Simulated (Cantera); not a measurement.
Input: 1 mol SiHCl₃, 0.011 mol C₂H₄, 11 mol H₂, held at 133 Pa.

These are equilibrium values from Cantera (NASA tables, ideal gas, pure condensed phases), not measurements of a reactor. Candidate condensed phases: C, C₆H₆, C₇H₈, C₈H₁₈, Si, SiC; 109 gas species. Mutual solubility and eutectic melting of coexisting phases are not modelled. The tables' values for SiCl, SiCl₃ are old estimates; treat these amounts as uncertain. Gases not in the tables: Si₂H₆ and higher silanes. Kinetics and transport are ignored. All values below are at 1823 K.

Base state: H₂ 0.811, HCl 0.120, SiCl₂ 0.0529, H 0.0107, Si 0.00332, SiCl 0.00122, Cl 0.00120, SiCl₃ 0.000117 (mole fractions); condensed: Si(l) + SiC(s).

Q: What changes in the equilibrium state with this change: H₂ from 11 to 93 mol?

A: 
```tsv
species	before	after
H₂	0.811	0.956
HCl	0.120	0.0264
H	0.0107	0.0116
SiCl₂	0.0529	0.00219
Si	0.00332	0.00332
SiCl₃	0.000117	9.85e-7
Cl	0.00120	0.000244
SiCl	0.00122	0.000247
SiH₂	2.85e-5	3.36e-5
Si(l), mol	0.218	0.402
SiC(s), mol	0.0215	0.0182
```
The tables' values for SiCl are old estimates; treat these amounts as uncertain.
